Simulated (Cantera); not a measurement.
What does this Cantera script print?

```python
import numpy as np
import cantera as ct

gas_names = """
    Fe FeO N NO NO2 NO3 N2 N2O O O2 O3 S SN SO SO2 SO3 S2 S2O S8
""".split()
cond_names = """
    Fe(a) Fe(c) Fe(d) Fe(L) FeO(s) FeO(L) FeS(a) FeS(b) FeS(c) FeS(L) FeSO4(s) FeS2(s) Fe2O3(s)
    Fe2S3O12(s) Fe3O4(s) S(cr1) S(cr2) S(L)
""".split()


def load(file, names, dense=False):
    # The tables refer to 1 bar. Condensed volumes are neglected.
    table = {s.name: s for s in ct.Species.list_from_file(file)}
    out = []
    for n in names:
        d = dict(table[n].input_data)
        d["thermo"] = dict(d["thermo"], **{"reference-pressure": 1e5})
        if dense:
            d["equation-of-state"] = {"model": "constant-volume", "density": "1e6 g/cm^3"}
        out.append(ct.Species.from_dict(d))
    return out


gas = ct.Solution(thermo="ideal-gas", species=load("nasa_gas.yaml", gas_names))
cond = {s.name: ct.Solution(thermo="fixed-stoichiometry", species=[s], name=s.name)
        for s in load("nasa_condensed.yaml", cond_names, dense=True)}
atoms = {
    'FeS2': {'Fe': 1, 'S': 2},
    'SO3': {'S': 1, 'O': 3},
    'N2': {'N': 2},
}
top_T = {'FeSO4(s)': 950, 'FeS2(s)': 1010, 'Fe2O3(s)': 1830, 'Fe2S3O12(s)': 1100, 'Fe3O4(s)': 1870}  # K; cautious upper limits of use, not melting points


def equilibrate(T, P, feed):
    n = {}
    for name, mol in feed.items():
        for a, k in atoms[name].items():
            n[a] = n.get(a, 0.0) + k * mol
    gas.TPX = T, P, n
    mass = sum(n.values()) * gas.mean_molecular_weight
    gas.equilibrate("TP")
    valid = [c for c in cond.values() if c.min_temp <= T <= top_T.get(c.name, c.max_temp)]
    mix = ct.Mixture([(gas, mass / gas.mean_molecular_weight)] + [(c, 0.0) for c in valid])
    mix.T, mix.P = T, P
    mix.equilibrate("TP", solver="vcs", rtol=1e-11, max_steps=5000)
    return mix


results = []
feed = {'FeS2': 1, 'SO3': 1.7, 'N2': 32}  # mol
P = 1200000  # Pa
for T in [1198, 1273, 1348, 1423, 1498, 1573, 1648]:
    mix = equilibrate(T, P, feed)
    results.append((T, P, feed, dict(zip(mix.species_names, mix.species_moles))))
    x = sorted(zip(gas.X, gas.species_names), reverse=True)
    print(f"T = {T:g} K  P = {P:g} Pa  gas = {mix.phase_moles(0):.4g} mol")
    print("   x: " + "  ".join(f"{s} {v:.3e}" for v, s in x if v > 0.001))
    print("   condensed (mol): " + ("  ".join(f"{mix.phase(i).name} {mix.phase_moles(i):.4g}"
          for i in range(1, mix.n_phases) if mix.phase_moles(i) > 1e-12) or "none"))
```

It prints:

```
T = 1198 K  P = 1.2e+06 Pa  gas = 34.64 mol
   x: N2 9.239e-01  SO2 7.168e-02  S2 3.988e-03
   condensed (mol): FeS(c) 0.9106  Fe3O4(s) 0.02978
T = 1273 K  P = 1.2e+06 Pa  gas = 34.64 mol
   x: N2 9.237e-01  SO2 7.077e-02  S2 4.990e-03
   condensed (mol): FeS(c) 0.8666  Fe3O4(s) 0.04445
T = 1348 K  P = 1.2e+06 Pa  gas = 34.65 mol
   x: N2 9.235e-01  SO2 6.978e-02  S2 6.064e-03
   condensed (mol): FeS(c) 0.8194  Fe3O4(s) 0.0602
T = 1423 K  P = 1.2e+06 Pa  gas = 34.66 mol
   x: N2 9.233e-01  SO2 6.874e-02  S2 7.182e-03
   condensed (mol): FeS(c) 0.77  Fe3O4(s) 0.07666
T = 1498 K  P = 1.2e+06 Pa  gas = 34.71 mol
   x: N2 9.219e-01  SO2 6.788e-02  S2 9.101e-03
   condensed (mol): FeO(s) 0.3503  FeS(L) 0.6497
T = 1573 K  P = 1.2e+06 Pa  gas = 34.73 mol
   x: N2 9.214e-01  SO2 6.652e-02  S2 1.072e-02
   condensed (mol): FeO(s) 0.4309  FeS(L) 0.5691
T = 1648 K  P = 1.2e+06 Pa  gas = 34.75 mol
   x: N2 9.207e-01  SO2 6.504e-02  S2 1.242e-02
   condensed (mol): FeO(s) 0.5163  FeS(L) 0.4837
```

Equilibrium computed with Cantera from the NASA thermochemical tables; the gas is ideal and each condensed phase is pure. Metal and sulfide melt together well below either melting point, which pure phases cannot show. Mutual solubility and eutectic melting of coexisting phases are not modelled. The tables' stoichiometric FeO is somewhat more stable than real wüstite, so its field is too wide. FeO, FeS: taken at fixed stoichiometry. Gases not in the tables: S3 to S7.
